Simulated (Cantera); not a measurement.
Feed: 1 mol AlN, 0.02 mol HCl, 2.1 mol N2, equilibrated at 1275 °C and 1 atm.

Cantera equilibrium calculation (NASA polynomials, part measured and part estimated; ideal gas, pure solids and liquids). Candidate condensed phases: Al, AlCl3, AlN, NH4Cl; 20 gas species. The tables' values for AlCl2 are old estimates; treat these amounts as uncertain. Kinetics and transport are ignored.

Base state: N2 0.992, H2 0.00334, HCl 0.00276, AlCl3 0.00209, AlCl2 0.000155, AlCl 7.53e-5 (mole fractions); condensed: AlN(s).

**Question.** What changes in the equilibrium state with this change: HCl from 0.02 to 0.013 mol?

**Answer.** 
| species | before | after |
|---|---|---|
| N2 | 0.992 | 0.994 |
| H2 | 0.00334 | 0.00213 |
| HCl | 0.00276 | 0.00189 |
| AlCl3 | 0.00209 | 0.00132 |
| AlCl2 | 0.000155 | 0.000114 |
| AlCl | 7.53e-5 | 6.45e-5 |
| AlN(s), mol | 0.995 | 0.997 |

**Question.** What changes in the equilibrium state with this change: 0.051 mol Cl2 added?

**Answer.** 
```json
[
 {"species": "N2", "before": "0.992", "after": "0.976"},
 {"species": "AlCl3", "before": "0.00209", "after": "0.0167"},
 {"species": "HCl", "before": "0.00276", "after": "0.00458"},
 {"species": "AlCl2", "before": "0.000155", "after": "0.000623"},
 {"species": "AlCl", "before": "7.53e-5", "after": "0.000151"},
 {"species": "H2", "before": "0.00334", "after": "0.00231"},
 {"species": "AlN(s), mol", "before": "0.995", "after": "0.962"}
]
```
